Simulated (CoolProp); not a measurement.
The fluid at 475.91 K and 1.52 MPa (gas) is heated at constant pressure to 488.8 K. The same conditions are run with several fluids, on thermodynamics alone (safety and materials aside).

Computed with CoolProp (reference Helmholtz-energy equation of state of each fluid (propane: Lemmon 2009; R407C: Lemmon 2003; carbonyl sulfide: Lemmon 2006; dimethyl ether: Wu 2011; cyclopentane: Gedanitz 2015)). Blends and air are pseudo-pure fits.

**Question.** Rank propane, R407C, carbonyl sulfide, dimethyl ether, cyclopentane by heat (kJ/kg), highest first.

**Answer.** propane (32.8), cyclopentane (29.0), dimethyl ether (26.4), R407C (14.7), carbonyl sulfide (10.8)

```json
[
 {"fluid": "propane", "final density (kg/m³)": "17.3"},
 {"fluid": "R407C", "final density (kg/m³)": "33.5"},
 {"fluid": "carbonyl sulfide", "final density (kg/m³)": "23.3"},
 {"fluid": "dimethyl ether", "final density (kg/m³)": "18.2"},
 {"fluid": "cyclopentane", "final density (kg/m³)": "30.9"}
]
```
